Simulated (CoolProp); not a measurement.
Saturation properties of dimethyl ether.

Values from CoolProp's reference Helmholtz-energy equation of state, Wu 2011.

| T (K) | p (MPa) | liquid density (kg/m³) | enthalpy of vaporisation (kJ/kg) | liquid cp (kJ/(kg K)) | liquid viscosity (µPa s) | vapour viscosity (µPa s) |
|---|---|---|---|---|---|---|
| 258.9 | 0.1569 | 720.5 | 452.8 | 2.270 | 185 | 8.30 |
| 268 | 0.2218 | 707.5 | 441.6 | 2.301 | 168 | 8.52 |
| 277 | 0.3045 | 694.3 | (withheld) | 2.335 | 154 | 8.75 |
| 286.1 | 0.4103 | 680.5 | 417.7 | 2.375 | 142 | 8.99 |
| 295.1 | 0.5400 | 666.3 | 404.9 | 2.419 | 131 | 9.25 |
| 304.2 | 0.7001 | 651.5 | 391.1 | (withheld) | 122 | 9.52 |
| 313.2 | 0.8909 | 636.2 | 376.7 | 2.528 | 113 | (withheld) |
| 322.3 | 1.120 | 619.9 | 360.9 | 2.597 | 104 | 10.1 |
| 331.3 | 1.388 | 602.8 | 344.1 | 2.680 | 96.5 | 10.5 |
| 340.4 | 1.703 | 584.4 | 325.6 | 2.784 | 88.8 | 10.8 |
| 349.4 | 2.064 | 564.6 | (withheld) | 2.916 | 81.4 | 11.3 |
| 358.5 | 2.483 | 542.6 | 282.1 | 3.101 | 74.0 | 11.8 |
| 367.6 | 2.963 | 517.5 | 255.5 | 3.380 | 66.6 | 12.5 |
| 376.6 | 3.505 | 488.2 | 223.8 | 3.853 | 58.9 | 13.4 |
| 385.7 | 4.130 | 450.3 | 182.7 | 4.917 | (withheld) | 14.8 |

Task: What belongs in the gaps?

Result: 
- 277, enthalpy of vaporisation (kJ/kg): 430.0
- 304.2, liquid cp (kJ/(kg K)): 2.470
- 313.2, vapour viscosity (µPa s): 9.80
- 349.4, enthalpy of vaporisation (kJ/kg): 305.3
- 385.7, liquid viscosity (µPa s): 50.6

It boils at 248.4 K under 1 atm.

Viscosity comes from a separate model (Meng 2012).
